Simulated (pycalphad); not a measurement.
Source of the numbers: pycalphad with the COST 507 light-alloy database (1999); pressure 1 atm. No gas phase is included, though pure Mg would boil below 1650 K. The data set is of 1999 and partly superseded. Diffusion is slow at the low end, where real alloys seldom reach equilibrium.

**Mg-2.726Si-0.9061Al (wt.%): equilibrium cooling sequence**

```
T (K)          phases above              phases below
-----  --------------------  ------------------------
968.9                liquid            liquid + MG2SI
907.3        liquid + MG2SI      hcp + liquid + MG2SI
895.4  hcp + liquid + MG2SI               hcp + MG2SI
368.0           hcp + MG2SI  ALMG_GAMMA + hcp + MG2SI
```

Changes were sought between steps of 25 K, so a narrower field can be missed.

Database names, with the compositions (at.%) that they take in these runs: MG2SI: Mg 67 Si 33; ALMG_GAMMA: Mg 59 Al 41.
